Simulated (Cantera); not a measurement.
**Stirred combustor or abatement burner**

A perfectly stirred reactor is fed with 12.0 % CH₄, 18.5 % O₂, 69.5 % N₂, at 5.00 bar; it is adiabatic with a 525 K inlet, and is followed from long to short residence time, starting on the burning branch (τ in s: 0.17, 0.064, 0.024, 0.0089, 0.0033, 0.0013, 0.00047, 0.00018, 6.6e-05, 2.5e-05).

Cantera simulation using GRI-Mech 3.0 (53 species, 325 reactions); the numbers are that mechanism's predictions, not measurements.

```
τ (s)    T (K)     x CH₄      x O₂  x CH₂CO   x CO₂    x HCO     x HCN    x CO
-------  -----  --------  --------  -------  ------  -------  --------  ------
0.17      2219   2.01e-5   2.55e-5  2.55e-8  0.0513  5.22e-8   1.53e-6  0.0625
0.064     2218   4.25e-5   5.12e-5  6.46e-8  0.0513  6.61e-8   4.01e-6  0.0625
0.024     2216   8.30e-5  0.000108  1.63e-7  0.0512  9.67e-8   9.76e-6  0.0624
0.0089    2212  0.000153  0.000233  4.12e-7  0.0512  1.67e-7   2.17e-5  0.0624
0.0033    2207  0.000270  0.000502  1.03e-6  0.0509  3.36e-7   4.33e-5  0.0624
0.0013    2198  0.000449   0.00103  2.39e-6  0.0505  7.07e-7   7.46e-5  0.0624
0.00047   2181  0.000804   0.00229  6.03e-6  0.0493  1.68e-6  0.000115  0.0627
0.00018   2145   0.00159   0.00524  1.63e-5  0.0466  3.82e-6  0.000128  0.0637
6.6e-5     525     0.120     0.185   <1e-12  <1e-12   <1e-12    <1e-12  <1e-12
2.5e-5     525     0.120     0.185   <1e-12  <1e-12   <1e-12    <1e-12  <1e-12
```
x: mole fraction; the columns are a selection and need not sum to one.
